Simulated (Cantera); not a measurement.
A perfectly stirred reactor is fed with CO : O2 : H2O : N2 = 0.0082 : 0.0035 : 0.0079 : 1 (molar parts), equivalence ratio 1.2, at 490000 Pa; it is held at 975 K, and followed from long to short residence time.

Model: GRI-Mech 3.0 (53 species, 325 reactions), integrated in Cantera.

Q: Predict: x(CO) at τ = 1.80 s; x(O2) at τ = 1.80 s; x(H2O) at τ = 1.80 s; x(N2O) at τ = 1.80 s; x(CO) at τ = 16.0 ms; x(O2) at τ = 16.0 ms; x(H2O) at τ = 16.0 ms.

A: 
```
Property                 Value
---------------------  -------
x(CO) at τ = 1.80 s    0.00663
x(O2) at τ = 1.80 s    0.00273
x(H2O) at τ = 1.80 s   0.00774
x(N2O) at τ = 1.80 s   5.39e-8
x(CO) at τ = 16.0 ms   0.00804
x(O2) at τ = 16.0 ms   0.00343
x(H2O) at τ = 16.0 ms  0.00775
```
